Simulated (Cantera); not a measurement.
An isothermal, constant-pressure homogeneous reactor starts with H₂ : O₂ = 0.41 : 1 (molar parts), equivalence ratio 0.20, at 1123 K and 0.00760 bar.

Detailed kinetics in Cantera: GRI-Mech 3.0 (53 species, 325 reactions). Radical loss at walls, strong at low pressure, is not modelled. The temperature is held fixed by assumption; the heat of reaction is taken as removed at once.

x: mole fraction; the columns are a selection and need not sum to one.

```
t (s)         x H₂   x O₂    x H₂O₂      x OH       x O     x HO₂
--------  --------  -----  --------  --------  --------  --------
3.00e-6      0.291  0.709    <1e-12    <1e-12    <1e-12  6.82e-11
1.09e-5      0.291  0.709    <1e-12  7.76e-12  8.46e-12  2.47e-10
3.93e-5      0.291  0.709    <1e-12  7.57e-11  9.86e-11  8.95e-10
0.000142     0.291  0.709  1.51e-12  6.08e-10   1.06e-9   3.24e-9
0.000516     0.291  0.709  1.99e-11         ?   2.42e-8   1.19e-8
0.00187      0.290  0.709   1.42e-9         ?  0.000170   1.03e-6
0.00676     0.0152  0.578   1.92e-7         ?    0.0669   6.75e-6
0.0245     0.00844  0.624   3.27e-7         ?    0.0311   8.18e-6
0.0887    0.000866  0.656   3.83e-7         ?   0.00294   5.55e-6
0.321      4.53e-5  0.659   1.31e-7         ?  0.000155   9.44e-7
1.16       4.76e-6  0.660   3.67e-8         ?   1.70e-5   1.36e-7
4.21       8.18e-7  0.660   1.08e-8         ?   2.99e-6   2.70e-8
15.3       1.78e-7  0.660   3.17e-9         ?   6.60e-7   7.75e-9
55.2       4.45e-8  0.660  9.42e-10         ?   1.66e-7   4.89e-9
200        1.48e-8  0.660  3.54e-10         ?   5.53e-8   6.19e-9
```

Q: Some entries are withheld; supply them.

A: 
- 0.000516, x OH: 1.23e-8
- 0.00187, x OH: 8.54e-5
- 0.00676, x OH: 0.00894
- 0.0245, x OH: 0.00687
- 0.0887, x OH: 0.00218
- 0.321, x OH: 0.000501
- 1.16, x OH: 0.000166
- 4.21, x OH: 6.96e-5
- 15.3, x OH: 3.27e-5
- 55.2, x OH: 1.64e-5
- 200, x OH: 9.46e-6
